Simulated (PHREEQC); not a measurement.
Dissolve 0.12 mol Ni(NO3)2 and 0.83 mol KCl per kg of water at 25 °C. It is in equilibrium with CO2 at log p = -3.4 (atm). Otherwise closed; pH follows from the charge balance.

Model: ion-association model, wateq4f.dat, run in PHREEQC.

Precipitation was switched off in this run.

### Question
What pH, activity of water, ionic strength does the model give?

### Answer
pH 5.22; activity of water 0.967; ionic strength 1.03 mol/kgw.

### Question
In which forms is Ni present?

### Answer
Ni+2 47 %, NiCl2 26 %, NiCl+ 26 % of the Ni.

Ionic strength above about 0.7 mol/kgw puts this run outside the model's range. Species that the database lacks are ignored.
